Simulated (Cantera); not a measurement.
Feed: 1 mol TiO2, 0.4 mol CH4, 3.9 mol H2, 2.2 mol CO, equilibrated at 1675 K and 4800 Torr.

Equilibrium computed with Cantera from the NASA thermochemical tables; the gas is ideal and each condensed phase is pure. Candidate condensed phases: C, C6H6, C7H8, C8H18, H2O, Ti, TiC, TiO, TiO2, Ti2O3, Ti3O5, Ti4O7; 113 gas species. Rates play no part.

Base state: H2 0.645, CO 0.351, CH4 0.00321, H2O 0.000805, CO2 0.000132, C2H2 (acetylene) 3.75e-5, H 3.69e-5 (mole fractions); condensed: C(graphite) + Ti3O5(s).

Q: What changes in the equilibrium state with this change: temperature from 1675 K to 1548 K?

A: 
```
species             before     after
----------------  --------  --------
H2                   0.645     0.642
CO                   0.351     0.350
CH4                0.00321   0.00541
H2O               0.000805   0.00177
H                  3.69e-5   9.75e-6
C2H2 (acetylene)   3.75e-5   1.01e-5
CO2               0.000132  0.000346
C(graphite), mol    0.0496    0.0427
Ti3O5(s), mol        0.333     0.333
```
